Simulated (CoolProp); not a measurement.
Neopentane at 288.95 K and 0.086 MPa is throttled through a valve to 0.0399 MPa with no heat exchange. Each further row changes one setting.

Values from CoolProp's reference Helmholtz-energy equation of state, Lemmon 2006. It is a short technical equation, of lower accuracy than the large ones.

```tsv
case	temperature change (K)	final density (kg/m³)
as stated	___	1.22
outlet pressure 0.012 MPa	___	___
outlet pressure 0.0519 MPa	-1.0	1.60
```

Question: Some entries are withheld; supply them.

Answer: 
- as stated, temperature change (K): -1.3
- outlet pressure 0.012 MPa, temperature change (K): -2.1
- outlet pressure 0.012 MPa, final density (kg/m³): 0.365
